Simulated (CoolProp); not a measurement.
Vapour-liquid equilibrium of R124 (1) + R142b (2) at 225.8 K; x and y are mole fractions of (1).

Model: multi-fluid Helmholtz-energy mixture model, de Vries 1995 and Lemmon 2006; pair parameters Bell 2016, in CoolProp.

```tsv
x	bubble pressure (kPa)	y at the bubble point	dew pressure at overall composition x (kPa)	liquid density (mol/L)
0.05	15.78	0.052	15.78	12.64
0.15	15.84	0.155	15.84	12.52
0.25	15.91	0.258	15.90	12.40
0.35	15.98	0.361	15.97	12.28
0.45	16.07	0.466	16.06	12.16
0.55	16.20	0.571	16.17	12.05
0.65	16.36	0.675	16.32	11.93
0.75	16.58	0.776	16.52	11.82
0.85	16.86	0.872	16.79	11.71
0.95	17.19	0.960	17.15	11.59
```

No azeotrope shows between x = 0.05 and 0.95.

The pair parameters rest on a limited set of measurements; away from them the model extrapolates.
